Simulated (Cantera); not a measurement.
A freely propagating, adiabatic, planar premixed flame of 35.3 % H2, 13.6 % O2, 51.1 % N2, equivalence ratio 1.3, unburnt at 375 K and 4.84 atm; multicomponent+Soret transport, grid criteria slope 0.08 and curve 0.16, no radiation.

Model: the H2/O2 subset of GRI-Mech 3.0, which has no nitrogen chemistry, integrated in Cantera. The hydrogen kinetics of GRI-Mech 3.0 are dated; newer H2 mechanisms differ, most at raised pressure. Burning velocities carry a grid error of a few per cent, more on coarse grids.

x: mole fraction of selected species; z is measured from the peak of heat release.

```
z (mm)   T (K)  u (m/s)    x H2     x O2    x H2O     x HO2      x H    x H2O2
-------  -----  -------  ------  -------  -------  --------  -------  --------
-0.141     375     3.59   0.353    0.136    <1e-8     <1e-8    <1e-8     <1e-8
-0.0942    375     3.59   0.353    0.136  5.62e-8     <1e-8    <1e-8     <1e-8
-0.0706    375     3.59   0.352    0.136      [?]       [?]    <1e-8     <1e-8
-0.0471    376     3.58   0.348    0.137  1.74e-5   1.27e-6    <1e-8   1.66e-7
-0.0235    428     3.86   0.306    0.145  0.00245  0.000268  2.24e-6   3.25e-5
-0.0118    756     6.55   0.259    0.137   0.0324   0.00106  0.00160  0.000157
0         1243     10.6   0.199    0.102    0.107  0.000434   0.0136   5.68e-5
0.0118    1586     13.5   0.137   0.0560    0.191  0.000197   0.0297   6.46e-6
0.0235    1781     15.1   0.101   0.0267    0.243   8.58e-5   0.0374   3.23e-6
0.0471    1965     16.6  0.0822  0.00904    0.276   2.63e-5   0.0352   1.75e-6
0.0942    2119     17.7  0.0807  0.00429    0.290   1.14e-5   0.0255   9.58e-7
0.188     2243     18.6  0.0810  0.00219    0.300   5.37e-6   0.0165   5.58e-7
0.377     2329     19.2  0.0808      [?]    0.307       [?]      [?]       [?]
```

Problem. Fill in the missing entries.

Solution. 
- -0.0706, x H2O: 5.55e-7
- -0.0706, x HO2: 3.17e-8
- 0.377, x O2: 0.000956
- 0.377, x HO2: 2.14e-6
- 0.377, x H: 0.0100
- 0.377, x H2O2: 3.14e-7
